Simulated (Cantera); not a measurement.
# Transport properties of process gases

Gas mixture: 36.2 % C2H2, 25.2 % CO, 25.6 % N2, 13.0 % CH3OH, at 0.0825 Torr, frozen composition.

Cantera's kinetic-theory transport with the Lennard-Jones parameters of GRI-Mech 3.0, ideal gas; thermal conductivity in the mixture-averaged form. Polar gases are described roughly by these parameters. The composition is frozen, though it would react at the higher temperatures.

```tsv
T (K)	ρ (kg/m³)	cp (J/kg/K)	μ (µPa s)	λ (mW/m/K)	Pr	D (cm²/s) H2O	D (cm²/s) CH4	D (cm²/s) OH
400	9.20e-5	1430	17.2	32.9	0.749	3110	3040	4280
600	6.13e-5	1623	23.7	50.2	0.764	6730	6210	8620
800	4.60e-5	1776	29.2	67.0	0.774	11400	10200	14000
1000	3.68e-5	1904	34.2	83.2	0.784	17000	14900	20400
1200	3.07e-5	2005	38.8	98.6	0.789	23400	20200	27700
1400	2.63e-5	2087	43.1	113	0.793	30600	26200	35800
1600	2.30e-5	2152	47.1	127	0.796	38500	32800	44700
1800	2.04e-5	2204	51.0	141	0.797	47000	39900	54400
2000	1.84e-5	2245	54.6	154	0.798	56300	47500	64800
```
D: mixture-averaged diffusion coefficient of that species in the mixture.
